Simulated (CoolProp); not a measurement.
The numbers come from the reference Helmholtz-energy equation of state, Gao 2016 in CoolProp.

**Question.** For sulfur dioxide, give the phase and the speed of sound (m/s), Joule-Thomson coefficient (K/MPa) at 113.75 °C and 1.01 bar; 124.45 °C and 1.01 bar; 135.15 °C and 1.01 bar.

**Answer.** 
- 113.75 °C and 1.01 bar: gas; speed of sound 248, Joule-Thomson coefficient 16.7
- 124.45 °C and 1.01 bar: gas; speed of sound 252, Joule-Thomson coefficient 15.4
- 135.15 °C and 1.01 bar: gas; speed of sound 255, Joule-Thomson coefficient 14.3
